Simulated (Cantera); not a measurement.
A perfectly stirred reactor is fed with 14.7 % C3H8, 85.3 % H2, at 0.173 Torr; it is held at 1575 K, and followed from long to short residence time.

Cantera simulation using GRI-Mech 3.0 (53 species, 325 reactions); the numbers are that mechanism's predictions, not measurements. GRI-Mech 3.0 was tuned for natural gas; its chemistry of propane as a main component is partial and can be far from experiment. GRI-Mech 3.0 stops at C3 and has no aromatics, soot or wall deposition, so with more carbon than oxygen in the feed, carbon stays in small species such as C2H2 where larger ones or solid carbon would form. Radical loss at walls, strong at low pressure, is not modelled.

Problem. Predict: x(C3H8) at τ = 4.80 s; x(H2) at τ = 4.80 s; x(C2H4) at τ = 4.80 s; x(C2H6) at τ = 4.80 s; x(H) at τ = 4.80 s; x(C3H8) at τ = 75.0 ms; x(H2) at τ = 75.0 ms; x(C2H4) at τ = 75.0 ms; x(C2H6) at τ = 75.0 ms; x(H) at τ = 75.0 ms.

Solution. 
| Item | Result |
|---|---|
| x(C3H8) at τ = 4.80 s | 0.000198 |
| x(H2) at τ = 4.80 s | 0.795 |
| x(C2H4) at τ = 4.80 s | 0.00405 |
| x(C2H6) at τ = 4.80 s | 2.66e-5 |
| x(H) at τ = 4.80 s | 0.00234 |
| x(C3H8) at τ = 75.0 ms | 0.00956 |
| x(H2) at τ = 75.0 ms | 0.748 |
| x(C2H4) at τ = 75.0 ms | 0.0569 |
| x(C2H6) at τ = 75.0 ms | 0.000325 |
| x(H) at τ = 75.0 ms | 0.00357 |
